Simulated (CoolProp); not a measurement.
The fluid at 314.35 K and 3.57 MPa is compressed adiabatically to 16.8 MPa with isentropic efficiency 0.7. The same conditions are run with several fluids, on thermodynamics alone (safety and materials aside).

Values from CoolProp's reference Helmholtz-energy equation of state of each fluid (C2F6 (R116): Lemmon 2006; nitrogen: Span 2000; normal hydrogen: Leachman 2009).

```json
[
 {"fluid": "C2F6 (R116)", "work (kJ/kg)": "28.0", "final temperature (K)": "377.2", "final density (kg/m³)": "908"},
 {"fluid": "nitrogen", "work (kJ/kg)": "270", "final temperature (K)": "564.4", "final density (kg/m³)": "92.9"},
 {"fluid": "normal hydrogen", "work (kJ/kg)": "3760", "final temperature (K)": "565.9", "final density (kg/m³)": "6.80"}
]
```
